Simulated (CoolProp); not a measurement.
Nitrous oxide along the isobar 87.2 bar: Z from the reference equation and from simpler models built on Tc = 36.4 °C, pc = 72.45 bar, ω = 0.161; each cubic takes its own stable root.

Model: reference Helmholtz-energy equation of state, Lemmon 2006, in CoolProp. It is a short technical equation, of lower accuracy than the large ones.

| T (°C) | phase | reference |
|---|---|---|
| -34.65 | liquid | 0.1796 |
| -23.25 | liquid | 0.1780 |
| -11.85 | liquid | 0.1777 |
| -0.55 | liquid | 0.1789 |
| 10.85 | liquid | 0.1823 |
| 22.25 | liquid | 0.1894 |
| 33.65 | liquid | 0.2058 |
| 44.95 | supercritical | 0.3043 |
| 56.35 | supercritical | 0.5236 |
| 67.75 | supercritical | 0.6171 |
| 79.15 | supercritical | 0.6782 |
| 90.55 | supercritical | 0.7237 |
| 101.85 | supercritical | 0.7594 |
| 113.25 | supercritical | 0.7890 |
| 124.65 | supercritical | 0.8137 |

### Question
How far does each simpler model (van der Waals, Redlich-Kwong, Soave-Redlich-Kwong, Peng-Robinson) lie from the reference over these 15 states: mean and median of the absolute difference, and the worst?

### Answer
- van der Waals: mean 26.9 %, median 12.7 %, worst +55.0 % at -34.65 °C and 87.2 bar
- Redlich-Kwong: mean 7.8 %, median 8.7 %, worst +20.4 % at 33.65 °C and 87.2 bar
- Soave-Redlich-Kwong: mean 7.9 %, median 7.9 %, worst +19.7 % at 33.65 °C and 87.2 bar
- Peng-Robinson: mean 3.0 %, median 2.0 %, worst +8.1 % at 44.95 °C and 87.2 bar
